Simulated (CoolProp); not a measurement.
Properties of isohexane along the isotherm 302.7 K.

Model: reference Helmholtz-energy equation of state, Lemmon 2006, in CoolProp. It is a short technical equation, of lower accuracy than the large ones.

```
p (MPa)   phase           Z  cv (kJ/(kg K))  speed of sound (m/s)  isothermal compressibility (1/MPa)
-------  ------  ----------  --------------  --------------------  ----------------------------------
0.475    liquid     0.02522           1.748                  1028                            0.001892
0.951    liquid     0.05045           1.749                  1033                            0.001873
1.43     liquid     0.07579           1.749                  1037                          (withheld)
1.9      liquid      0.1006           1.749                  1041                            0.001838
2.38     liquid      0.1259           1.750                  1045                            0.001821
2.85     liquid  (withheld)           1.750                  1049                            0.001805
3.33     liquid      0.1759           1.750                  1053                            0.001788
3.8      liquid      0.2005           1.750                  1057                            0.001772
4.28     liquid      0.2257           1.751                  1060                            0.001756
4.75     liquid      0.2503           1.751                  1064                            0.001741
5.23     liquid      0.2753           1.751            (withheld)                            0.001726
5.7      liquid      0.2998           1.751                  1072                            0.001711
6.18     liquid      0.3248           1.752                  1076                            0.001697
6.66     liquid      0.3497           1.752                  1079                            0.001682
7.13     liquid      0.3741           1.752                  1083                            0.001669
7.61     liquid      0.3990           1.753                  1087                            0.001655
```

What belongs in the gaps?


- 1.43, isothermal compressibility (1/MPa): 0.001856
- 2.85, Z: 0.1507
- 5.23, speed of sound (m/s): 1068
